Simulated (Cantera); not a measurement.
Feed: 1 mol V2O3, 1000 mol H2, 40 mol N2, at 1323.15 K and 41.0 mbar.

Method: chemical equilibrium by Gibbs-energy minimisation in Cantera with the NASA 1993 tables (ideal gas, pure condensed phases). Candidate condensed phases: H2O, V, VN, VO, V2O3, V2O4, V2O5; 28 gas species. Mutual solubility and eutectic melting of coexisting phases are not modelled. VN, VO: taken at fixed stoichiometry. Condensed phases not in the tables: solid solutions among these carbides, nitrides and lower oxides, V2N. The numbers say what is thermodynamically allowed, not how fast it happens.

Base state: H2 0.960, N2 0.0384, H2O 0.00112 (mole fractions); condensed: VN(s) + VO(s).

Task: What changes in the equilibrium state with this change: temperature from 1323.15 K to 975 K?

Result: 
```csv
species,before,after
H2,0.960,0.961
N2,0.0384,0.0382
H2O,0.00112,0.000832
"VN(s), mol",0.168,0.577
"VO(s), mol",1.83,0
"V2O3(s), mol",0,0.712
```
VN: taken at fixed stoichiometry. Condensed phases not in the tables: the oxides between V2O3 and V2O5 other than VO2, V2N.

Task: What changes in the equilibrium state with this change: temperature from 1323.15 K to 1075 K?

Result: 
```csv
species,before,after
H2,0.960,0.961
N2,0.0384,0.0382
H2O,0.00112,0.000938
"VN(s), mol",0.168,0.650
"VO(s), mol",1.83,0
"V2O3(s), mol",0,0.675
```
VN: taken at fixed stoichiometry. Condensed phases not in the tables: the oxides between V2O3 and V2O5 other than VO2, V2N.

Task: What changes in the equilibrium state with this change: temperature from 1323.15 K to 1248 K?

Result: 
```
species        before    after
------------  -------  -------
H2              0.960    0.961
N2             0.0384   0.0381
H2O           0.00112  0.00108
VN(s), mol      0.168    0.749
VO(s), mol       1.83        0
V2O3(s), mol        0    0.625
```
VN: taken at fixed stoichiometry. Condensed phases not in the tables: the oxides between V2O3 and V2O5 other than VO2, V2N.
